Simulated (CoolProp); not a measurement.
Properties of carbon monoxide along the isotherm 103.3 K (Tc = 132.9 K, pc = 3.498 MPa, ω = 0.050).

The numbers come from the reference Helmholtz-energy equation of state, Lemmon 2006 in CoolProp. It is a short technical equation, of lower accuracy than the large ones.

```csv
p (MPa),phase,density (kg/m³),cp (kJ/(kg K)),cv (kJ/(kg K)),speed of sound (m/s),fugacity coefficient
0.583,gas,21.86,1.351,0.8358,191.4,0.8855
1.17,liquid,690.0,2.345,1.024,650.4,0.5211
1.75,liquid,693.1,2.319,1.025,659.7,0.3580
2.33,liquid,696.1,2.296,1.025,668.6,0.2763
2.92,liquid,699.0,2.273,1.026,677.4,0.2267
3.5,liquid,701.7,2.253,1.027,685.7,0.1943
4.08,liquid,704.4,2.235,1.028,693.7,0.1712
4.66,liquid,707.0,2.217,1.029,701.5,0.1540
5.25,liquid,709.5,2.201,1.030,709.1,0.1404
```
